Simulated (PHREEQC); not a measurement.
A solution holds 0.04 mol/kgw CdSO4 and 0.00021 mol/kgw MnSO4, at 25 °C. Closed to the air; pH follows from the charge balance.

The numbers come from PHREEQC with the ion-association model, wateq4f.dat.

No solid was allowed to form.

Task: Predict the pH.

Result: pH 6.14.

Task: In which forms is Mn present?

Result: Mn+2 66 %, MnSO4 34 % of the Mn.

Species that the database lacks are ignored.
